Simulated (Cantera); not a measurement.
Feed: 1 mol Pb, 7.5 mol H₂, 0.34 mol N₂.

Cantera equilibrium calculation (NASA polynomials, part measured and part estimated; ideal gas, pure solids and liquids). Candidate condensed phases: Pb; 11 gas species. Equilibrium is a limit: real reactors are often held back by kinetics, nucleation or transport.

Stable condensed phases, one row left out:

```
T in K \ P in Pa
              10      42     180     750    3200   13000   56000  240000 1000000
   1598        A       A       A       A       A       A       B       B       B
   1548        A       A       A       A       A       A       B       B       B
   1498        A       A       A       A       A       A       B       B       B
   1448        A       A       A       A       A       B       B       B       B
   1398        A       A       A       A       A       B       B       B       B
   1298        A       A       A       A       B       B       B       B       B
   1248        A       A       A       A       B       B       B       B       B
   1198        A       A       A       B       B       B       B       B       B
   1148        A       A       A       B       B       B       B       B       B
   1098        A       A       B       B       B       B       B       B       B
   1048        A       B       B       B       B       B       B       B       B
    998        A       B       B       B       B       B       B       B       B
    948        B       B       B       B       B       B       B       B       B
```

A: gas only; B: Pb.

**Question.** Give the row for 1348 K.

**Answer.** 10: gas only; 42: gas only; 180: gas only; 750: gas only; 3200: gas only; 13000: Pb; 56000: Pb; 240000: Pb; 1000000: Pb.
